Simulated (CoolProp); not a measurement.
Saturation properties of R227EA (Tc = 374.9 K, pc = 2.925 MPa, ω = 0.358).

Computed with CoolProp (reference Helmholtz-energy equation of state, Lemmon 2016).

| T (K) | p (MPa) | vapour density (kg/m³) | liquid cp (kJ/(kg K)) |
|---|---|---|---|
| 273.3 | 0.1965 | 15.94 | 1.114 |
| 275.5 | 0.2131 | 17.23 | 1.120 |
| 277.7 | 0.2308 | 18.61 | 1.125 |
| 280 | 0.2505 | 20.15 | 1.131 |
| 282.2 | 0.2706 | 21.71 | 1.136 |
| 284.4 | 0.2918 | 23.36 | 1.142 |
| 286.7 | 0.3153 | 25.20 | 1.148 |
| 288.9 | 0.3392 | 27.07 | 1.154 |
| 291.2 | 0.3655 | 29.14 | 1.161 |
| 293.4 | 0.3922 | 31.24 | 1.167 |
| 295.6 | 0.4203 | 33.46 | 1.174 |
| 297.9 | 0.4513 | 35.93 | 1.181 |
| 300.1 | 0.4825 | 38.42 | 1.188 |

It boils at 256.8 K under 1 atm.
